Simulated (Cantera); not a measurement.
A Cantera script and what it prints.

```python
import numpy as np
import cantera as ct

gas_names = """
    H2O CO C2H6 OH
""".split()
cond_names = """
    Ca(a) Ca(b) Ca(L) CaO(s) CaO(L) C(gr)
""".split()


# ... load() reads the species with a 1 bar reference pressure and builds the phases ...
species = {s.name: s for s in load("nasa_gas.yaml", gas_names) + load("nasa_condensed.yaml", cond_names)}
# Each term lists the table entries of one substance; the one whose range holds T is used.
reactions = {
    '3 H2O(g) + 5 Ca + 2 CO(g) = 5 CaO + C2H6(g)':
        [(-3, ['H2O']), (-5, ['Ca(a)', 'Ca(b)', 'Ca(L)']), (-2, ['CO']), (5, ['CaO(s)', 'CaO(L)']), (1, ['C2H6'])],
    '2 C + 6 OH(g) + 6 Ca = C2H6(g) + 6 CaO':
        [(-2, ['C(gr)']), (-6, ['OH']), (-6, ['Ca(a)', 'Ca(b)', 'Ca(L)']), (1, ['C2H6']), (6, ['CaO(s)', 'CaO(L)'])],
}


def pick(names, T):
    return next(species[n] for n in names if species[n].thermo.min_temp <= T <= species[n].thermo.max_temp)


results = []
for label, terms in reactions.items():
    print(label)
    print("     T/K   dH/kJ  dS/(J/K)   dG/kJ   log10 K")
    for T in [1725, 1775, 1825, 1875, 1925]:
        used = [(nu, pick(names, T)) for nu, names in terms]
        dH = sum(nu * s.thermo.h(T) for nu, s in used) / 1e6
        dS = sum(nu * s.thermo.s(T) for nu, s in used) / 1e3
        dG = dH - T * dS / 1e3
        logK = -dG * 1e6 / (ct.gas_constant * T * np.log(10))
        results.append((label, T, dH, dS, dG, logK, [s.name for _, s in used]))
        print(f"{T:8g} {dH:8.1f} {dS:8.1f} {dG:8.1f} {logK:8.2f}")
```

Result:

```
3 H2O(g) + 5 Ca + 2 CO(g) = 5 CaO + C2H6(g)
     T/K   dH/kJ  dS/(J/K)   dG/kJ   log10 K
    1725  -2327.7   -767.4  -1003.9    30.40
    1775  -2326.2   -766.6   -965.5    28.41
    1825  -2324.7   -765.8   -927.2    26.54
    1875  -2323.2   -764.9   -888.9    24.76
    1925  -2321.6   -764.1   -850.7    23.08
2 C + 6 OH(g) + 6 Ca = C2H6(g) + 6 CaO
     T/K   dH/kJ  dS/(J/K)   dG/kJ   log10 K
    1725  -4179.9   -965.3  -2514.7    76.15
    1775  -4179.1   -964.8  -2466.5    72.58
    1825  -4178.2   -964.3  -2418.2    69.21
    1875  -4177.2   -963.8  -2370.0    66.02
    1925  -4176.2   -963.3  -2321.9    63.00
```

Source: NASA polynomial tables (part measured, part estimated), evaluated in Cantera. Condensed species are held in their standard states even where they would react or evaporate.
